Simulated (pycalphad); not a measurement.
# Effect of Si content in Cu-Si

CALPHAD calculation (pycalphad, COST 507 light-alloy database (1999)), 1 atm. These are 1990s assessments: newer ones move some temperatures and phases. Amounts are mole fractions of atoms.

Q: One of these alloys has its liquidus at 1357 K, its solidus at 1355 K, and holds fcc 1.00 at 900 K. Which?
A) Cu-1.04Si (at.%)
B) Cu-2.08Si (at.%)
C) Cu-0.13Si (at.%)
D) Cu-0.78Si (at.%)

A: C, Cu-0.13Si (at.%). The others: Cu-0.78Si (at.%), liquidus 1352, solidus 1341; Cu-1.04Si (at.%), liquidus 1349, solidus 1336; Cu-2.08Si (at.%), liquidus 1340, solidus 1315
